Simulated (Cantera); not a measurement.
Input: 1 mol Si, a varied amount of HCl, 58 mol H2, at 177 °C and 3.40 Pa.

These are equilibrium values from Cantera (NASA tables, ideal gas, pure condensed phases), not measurements of a reactor. Candidate condensed phases: Si; 19 gas species. Rates play no part.

**Question.** Which condensed phases are stable at each of these points (n(HCl) (mol)): 3.6, 4.3, 5.2, 6.3, 7.6, 9.1, 11, 13, 16, 19?

**Answer.** 
```csv
n(HCl) (mol),condensed phases,Si condensed (%)
3.6,Si(s),8.0
4.3,gas only,0.0
5.2,gas only,0.0
6.3,gas only,0.0
7.6,gas only,0.0
9.1,gas only,0.0
11,gas only,0.0
13,gas only,0.0
16,gas only,0.0
19,gas only,0.0
```

At 3.6 mol HCl the condensed part is Si(s). From 4.3 mol HCl to 19 mol HCl nothing is condensed.
